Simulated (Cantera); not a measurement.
Hydrocarbon pyrolysis for carbon deposition

An isothermal, constant-pressure homogeneous reactor starts with C₃H₈ : H₂ = 1 : 46 (molar parts), at 1600 K and 1.01 bar.

Model: GRI-Mech 3.0 (53 species, 325 reactions), integrated in Cantera. GRI-Mech 3.0 was tuned for natural gas; its chemistry of propane as a main component is partial and can be far from experiment. GRI-Mech 3.0 stops at C3 and has no aromatics, soot or wall deposition, so with more carbon than oxygen in the feed, carbon stays in small species such as C2H2 where larger ones or solid carbon would form.

| t (s) | x C₃H₈ | x H₂ | x C₂H₄ | x C₂H₂ | x C₂H |
|---|---|---|---|---|---|
| 9.00e-5 | 5.43e-6 | 0.957 | 0.0148 | 0.00464 | 3.71e-9 |
| 0.000206 | 1.29e-7 | 0.957 | 0.0132 | 0.00624 | 2.45e-9 |
| 0.000473 | 2.07e-8 | 0.957 | 0.0112 | 0.00809 | 2.12e-9 |
| 0.00109 | 1.27e-8 | 0.957 | 0.00848 | 0.0107 | 2.45e-9 |
| 0.00249 | 6.93e-9 | 0.957 | 0.00502 | 0.0140 | 2.98e-9 |
| 0.00571 | 3.19e-9 | 0.957 | 0.00247 | 0.0164 | 3.27e-9 |
| 0.0131 | 2.32e-9 | 0.957 | 0.00181 | 0.0170 | 3.32e-9 |
| 0.0300 | 2.30e-9 | 0.957 | 0.00177 | 0.0168 | 3.28e-9 |
| 0.0688 | 2.33e-9 | 0.957 | 0.00174 | 0.0165 | 3.19e-9 |
| 0.158 | 2.38e-9 | 0.956 | 0.00166 | 0.0157 | 3.02e-9 |
| 0.362 | 2.43e-9 | 0.954 | 0.00155 | 0.0146 | 2.77e-9 |
| 0.829 | 2.47e-9 | 0.953 | 0.00143 | 0.0135 | 2.53e-9 |
| 1.90 | 2.47e-9 | 0.952 | 0.00139 | 0.0131 | 2.44e-9 |
| 4.36 | 2.47e-9 | 0.952 | 0.00139 | 0.0130 | 2.44e-9 |
| 10.0 | 2.47e-9 | 0.952 | 0.00139 | 0.0130 | 2.44e-9 |
x: mole fraction; the columns are a selection and need not sum to one.

Equilibrium at this temperature and pressure: C₃H₈ 2.47e-9, H₂ 0.952, C₂H₄ 0.00139, C₂H₂ 0.0130, C₂H 2.44e-9 (gas phase only).
